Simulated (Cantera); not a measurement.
Input (Python, Cantera) and output of one run.

```python
import numpy as np
import cantera as ct

gas_names = """
    B BH BH2 BH3 BN BO BO2 B2 B2O B2O2 B2O3 B3O3H3 H HBO HBO2 HNO HNO2 HNO3 HO2 H2 H2O H2O2 H3B3O6 N NH
    NH2 NH3 NH2OH NO NO2 NO3 N2 N2H2 N2H4 N2O O OH O2 O3
""".split()
cond_names = """
    B(b) B(L) BN(s) B2O3(L) B3O3H3(cr) H2O(s) H2O(L)
""".split()


# ... load() reads the species with a 1 bar reference pressure and builds the phases ...
atoms = {
    'B2O3': {'B': 2, 'O': 3},
    'NH3': {'N': 1, 'H': 3},
    'N2': {'N': 2},
}
top_T = {'BN(s)': 3200}  # K; cautious upper limits of use, not melting points


# ... equilibrate(T, P, feed) seeds the gas with the atoms and calls Mixture.equilibrate('TP', solver="vcs", rtol=1e-11, max_steps=5000) ...
results = []
feed = {'B2O3': 1, 'NH3': 4.1, 'N2': 0.5}  # mol
T = 1250  # K
P = 1333.22  # Pa
mix = equilibrate(T, P, feed)
results.append((T, P, feed, dict(zip(mix.species_names, mix.species_moles))))
print(gas.report(threshold=0.001))
for i in range(1, mix.n_phases):
    print(f"{mix.phase(i).name:16s} {mix.phase_moles(i):12.5e} mol")
```

It prints:

```
       temperature   1250 K
          pressure   1333.2 Pa
           density   0.0012394 kg/m^3
  mean mol. weight   9.662 kg/kmol
   phase of matter   gas

                          1 kg             1 kmol
                     ---------------   ---------------
          enthalpy        2.9308e+06        2.8318e+07  J
   internal energy        1.8552e+06        1.7925e+07  J
           entropy             24068        2.3255e+05  J/K
    Gibbs function       -2.7154e+07       -2.6237e+08  J
 heat capacity c_p            3320.7             32085  J/K
 heat capacity c_v            2460.2             23770  J/K

                      mass frac. Y      mole frac. X     chem. pot. / RT
                     ---------------   ---------------   ---------------
                H2           0.14727            0.7058           -22.754
                N2           0.84881           0.29276           -31.016
     [  +37 minor]         0.0039204         0.0014465

B(b)              0.00000e+00 mol
BN(s)             6.82176e-03 mol
B2O3(L)           9.94513e-01 mol
B3O3H3(cr)        0.00000e+00 mol
```

Cantera equilibrium calculation (NASA polynomials, part measured and part estimated; ideal gas, pure solids and liquids). Mutual solubility and eutectic melting of coexisting phases are not modelled.
